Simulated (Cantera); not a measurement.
Mixture: 13.2 % CO, 0.711 % H₂, 12.0 % O₂, 74.1 % N₂, equivalence ratio 0.58, at 3750 Torr, adiabatic and at constant volume. Ignition delay is the time to a rise of 400 K.

Detailed kinetics in Cantera: GRI-Mech 3.0 (53 species, 325 reactions). The hydrogen kinetics of GRI-Mech 3.0 are dated; newer H2 mechanisms differ, most at raised pressure. Below about 950 K walls govern HO2 and H2O2 in real vessels.

Predict: delay at 875 K; delay at 975 K; delay at 1075 K; delay at 1175 K; delay at 1275 K; delay at 1375 K; delay at 1475 K.


```
Property            Value
---------------  --------
delay at 875 K    0.333 s
delay at 975 K    16.8 ms
delay at 1075 K   1.26 ms
delay at 1175 K  0.154 ms
delay at 1275 K   62.5 µs
delay at 1375 K   39.7 µs
delay at 1475 K   30.4 µs
```
